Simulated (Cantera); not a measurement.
Input: 1 mol HgO, 0.75 mol H2, at 800 K and 100000 Pa.

These are equilibrium values from Cantera (NASA tables, ideal gas, pure condensed phases), not measurements of a reactor. Candidate condensed phases: H2O, Hg, HgO; 10 gas species. The numbers say what is thermodynamically allowed, not how fast it happens.

Base state: Hg 0.533, H2O 0.400, O2 0.0667 (mole fractions); condensed: gas only.

Question: What changes in the equilibrium state with this change: H2 from 0.75 to 0.83 mol?

Answer: 
| species | before | after |
|---|---|---|
| Hg | 0.533 | 0.522 |
| H2O | 0.400 | 0.433 |
| O2 | 0.0667 | 0.0444 |

Question: What changes in the equilibrium state with this change: HgO replaced by PbO?

Answer: 
```csv
species,before,after
H2O,0.400,1.000
H2,<1e-9,6.31e-5
Hg,0.533,0
O2,0.0667,<1e-9
"Pb(l), mol",0,0.750
"PbO(yellow), mol",0,0.250
```
Further candidate phases: Pb, PbO, PbO2, Pb3O4.
